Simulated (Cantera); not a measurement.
**Reactions in the system Al-H-N**

Standard-state values (1 bar) from the NASA 1993 polynomials, evaluated with Cantera. Values are per mole of reaction as written; species without (g) are pure solids or liquids, kept so even where they would boil at 1 bar.

Al(g) + NH₃(g) ⇌ AlN + 3 H(g)

| T (K) | ΔH° (kJ) | ΔS° (J/K) | ΔG° (kJ) | log10 K |
|---|---|---|---|---|
| 425 | 57.1 | 20.4 | 48.4 | -5.95 |
| 500 | 60.1 | 26.9 | 46.6 | -4.87 |
| 575 | 63.1 | 32.6 | 44.4 | -4.03 |
| 650 | 66.1 | 37.4 | 41.8 | -3.35 |
| 725 | 69.0 | 41.6 | 38.8 | -2.79 |
| 800 | 71.8 | 45.3 | 35.5 | -2.32 |
| 875 | 74.5 | 48.6 | 32.0 | -1.91 |
| 950 | 77.2 | 51.5 | 28.2 | -1.55 |
